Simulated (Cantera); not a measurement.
An isothermal, constant-pressure homogeneous reactor starts with 1.92 % CO, 2.01 % O₂, 0.115 % H₂O, 96.0 % N₂, equivalence ratio 0.48, at 1075 K and 1.40 bar.

Computed with Cantera and GRI-Mech 3.0 (53 species, 325 reactions).

One state of this run: x CO = 0.00613; x O₂ = 0.0137; x H₂O = 0.00115; x H₂O₂ = 1.41e-7; x N₂O = 1.05e-6; x H₂ = 1.15e-5. x: mole fraction; the columns are a selection and need not sum to one.

Which value of t (s) does it belong to?
A) 2.36e-5
B) 0.254
C) 0.0906
D) 0.713

B, 0.254
